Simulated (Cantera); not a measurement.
# HMDSO + O2 + N2 (silicon oxide and oxynitride deposition)

Charge: 1 mol HMDSO, a varied amount of O2, 160 mol N2, held at 902 °C and 0.100 bar.

These are equilibrium values from Cantera (NASA tables, ideal gas, pure condensed phases), not measurements of a reactor. Candidate condensed phases: C, C6H6, C7H8, C8H18, H2O, Si, SiC, SiO2, Si2N2O, Si3N4; 151 gas species. The feed counts by its element totals alone. N2 is the only nitrogen source here; it is nearly inert below about 1500 K, so the nitride shown seldom forms there in practice. Mutual solubility and eutectic melting of coexisting phases are not modelled. The tables hold silica as quartz up to 1696 K and as liquid above; real silica turns to tridymite and cristobalite and melts near 1996 K. Equilibrium is a limit: real reactors are often held back by kinetics, nucleation or transport.

```csv
n(O2) (mol),x N2,x H2,x CO,x H2O,x CO2,x HCN,n C(graphite),n Si2N2O(s),n SiO2(β-quartz)
1.2,0.933,0.0528,0.0141,2.58e-6,5.37e-7,1.25e-5,3.60,1.00,0
1.9,0.925,0.0524,0.0221,4.01e-6,1.32e-6,1.24e-5,2.20,1.00,0
2.6,0.918,0.0519,0.0300,5.40e-6,2.44e-6,1.23e-5,0.798,1.00,0
3.4,0.914,0.0516,0.0344,7.32e-6,3.81e-6,1.03e-5,0,0.733,0.534
4.1,0.914,0.0515,0.0343,7.30e-6,3.80e-6,1.02e-5,0,0.266,1.47
4.8,0.914,0.0492,0.0331,0.00225,0.00118,2.99e-8,0,0,2.00
5.5,0.914,0.0440,0.0303,0.00743,0.00400,7.00e-9,0,0,2.00
6.3,0.914,0.0382,0.0270,0.0133,0.00732,2.82e-9,0,0,2.00
7,0.914,0.0332,0.0240,0.0183,0.0103,1.48e-9,0,0,2.00
7.7,0.914,0.0283,0.0209,0.0232,0.0134,7.97e-10,0,0,2.00
8.4,0.914,0.0234,0.0177,0.0280,0.0166,4.22e-10,0,0,2.00
```
x: gas mole fraction; n: condensed amount in mol.

From 1.2 mol O2 to 2.6 mol O2 the condensed part is C(graphite) + Si2N2O(s). From 3.4 mol O2 to 4.1 mol O2 the condensed part is SiO2(β-quartz) + Si2N2O(s). From 4.8 mol O2 to 8.4 mol O2 the condensed part is SiO2(β-quartz).
